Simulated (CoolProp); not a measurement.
Computed with CoolProp (reference Helmholtz-energy equation of state, Smukala 2000).

Problem. For ethylene, give the phase and the cv (kJ/(kg K)), speed of sound (m/s) at -52.65 °C and 2.28 bar; -109.95 °C and 0.665 bar; -2.75 °C and 15.7 bar.

Solution. 
- -52.65 °C and 2.28 bar: gas; cv 1.03, speed of sound 285
- -109.95 °C and 0.665 bar: gas; cv 0.938, speed of sound 249
- -2.75 °C and 15.7 bar: gas; cv 1.22, speed of sound 291
